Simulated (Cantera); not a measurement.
Predominance diagram of Ba at 977 °C against the partial pressures of O2 and F2 (log10, bar). Source: NASA polynomial tables (part measured, part estimated), evaluated in Cantera. Candidates: Ba(l), BaF2(s), BaO(s). Only these pure phases compete in this equilibrium. Not in the tables: the peroxide, oxide halides.

Problem. Which phase is stable at these pairs, and which metal-bearing vapour leads over it? (-9.8, -20.8); (-11.6, -10.4); (-6.2, -7.8); (-17, -23.4); (-13.4, -23.4); (-18.8, -2.6); (-9.8, -5.2)

Solution. 
```csv
log p(O2),log p(F2),phase,chief vapour,log p (bar)
-9.8,-20.8,BaF2(s),BaF2,-7.0
-11.6,-10.4,BaF2(s),BaF2,-7.0
-6.2,-7.8,BaF2(s),BaF2,-7.0
-17,-23.4,BaF2(s),BaF2,-7.0
-13.4,-23.4,BaF2(s),BaF2,-7.0
-18.8,-2.6,BaF2(s),BaF2,-7.0
-9.8,-5.2,BaF2(s),BaF2,-7.0
```
